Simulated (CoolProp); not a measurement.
Dimethyl ether along the isotherm 443.8 K: Z from the reference equation and from simpler models built on Tc = 400.4 K, pc = 53.37 bar, ω = 0.196; each cubic takes its own stable root.

Values from CoolProp's reference Helmholtz-energy equation of state, Wu 2011.

```json
[
 {"p (bar)": "0.844", "phase": "gas", "reference": "0.9959", "Redlich-Kwong": "0.9960", "Peng-Robinson": "0.9956"},
 {"p (bar)": "1.73", "phase": "gas", "reference": "0.9916", "Redlich-Kwong": "0.9918", "Peng-Robinson": "0.9910"},
 {"p (bar)": "3.56", "phase": "gas", "reference": "0.9826", "Redlich-Kwong": "0.9830", "Peng-Robinson": "0.9815"},
 {"p (bar)": "7.31", "phase": "gas", "reference": "0.9641", "Redlich-Kwong": "0.9648", "Peng-Robinson": "0.9617"},
 {"p (bar)": "15", "phase": "gas", "reference": "0.9254", "Redlich-Kwong": "0.9263", "Peng-Robinson": "0.9204"},
 {"p (bar)": "30.8", "phase": "gas", "reference": "0.8413", "Redlich-Kwong": "0.8415", "Peng-Robinson": "0.8317"},
 {"p (bar)": "63.3", "phase": "supercritical", "reference": "…", "Redlich-Kwong": "0.6303", "Peng-Robinson": "0.6287"},
 {"p (bar)": "130", "phase": "supercritical", "reference": "0.4192", "Redlich-Kwong": "…", "Peng-Robinson": "0.4515"},
 {"p (bar)": "267", "phase": "supercritical", "reference": "…", "Redlich-Kwong": "…", "Peng-Robinson": "0.6609"}
]
```

What belongs in the gaps?


- 63.3, reference: 0.6354
- 130, Redlich-Kwong: 0.4651
- 267, reference: 0.6617
- 267, Redlich-Kwong: 0.7142
